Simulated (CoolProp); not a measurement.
C2F6 (R116) along the isobar 4.55 MPa: fugacity coefficient from the reference equation and from simpler models built on Tc = 19.9 °C, pc = 3.048 MPa, ω = 0.257; each cubic takes its own stable root.

Computed with CoolProp (reference Helmholtz-energy equation of state, Lemmon 2006). It is a short technical equation, of lower accuracy than the large ones.

```csv
T (°C),phase,reference
-63.35,liquid,0.05358
-59.75,liquid,0.06220
-56.15,liquid,0.07174
-52.55,liquid,0.08222
-48.95,liquid,0.09368
-45.35,liquid,0.1061
-41.75,liquid,0.1196
-38.15,liquid,0.1341
-34.55,liquid,0.1496
-30.95,liquid,0.1662
-27.35,liquid,0.1837
-23.75,liquid,0.2023
-20.15,liquid,0.2218
-16.55,liquid,0.2422
-12.95,liquid,0.2636
-9.45,liquid,0.2851
```

Task: How far does each simpler model (van der Waals, Redlich-Kwong, Soave-Redlich-Kwong, Peng-Robinson) lie from the reference over these 16 states: mean and median of the absolute difference, and the worst?

Result: 
- van der Waals: mean 109.2 %, median 96.1 %, worst +225.9 % at -63.35 °C and 4.55 MPa
- Redlich-Kwong: mean 29.8 %, median 28.4 %, worst +51.5 % at -63.35 °C and 4.55 MPa
- Soave-Redlich-Kwong: mean 2.4 %, median 2.5 %, worst +2.7 % at -12.95 °C and 4.55 MPa
- Peng-Robinson: mean 1.9 %, median 1.9 %, worst -2.0 % at -52.55 °C and 4.55 MPa
